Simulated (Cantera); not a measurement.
Feed: 1 mol Zr, 0.034 mol H₂O, 0.58 mol N₂, equilibrated at 1875 K and 19.0 Pa.

These are equilibrium values from Cantera (NASA tables, ideal gas, pure condensed phases), not measurements of a reactor. Candidate condensed phases: H₂O, Zr, ZrN, ZrO₂; 28 gas species. Mutual solubility and eutectic melting of coexisting phases are not modelled. ZrN: taken at fixed stoichiometry. Condensed phases not in the tables: solid solutions among these carbides, nitrides and lower oxides. Equilibrium is a limit: real reactors are often held back by kinetics, nucleation or transport.

What is the equilibrium state?


| Item | Value |
|---|---|
| x(N₂) | 0.714 |
| x(H₂) | 0.262 |
| x(H) | 0.0243 |
| x(H₂O) | 4.63e-6 |
| n(ZrN(s)) | 0.983 mol |
| n(ZrO₂(tetragonal)) | 0.0170 mol |
| gas amount | 0.1240 mol |
| log10 activity of Zr(β) (absent) | -3.44 |
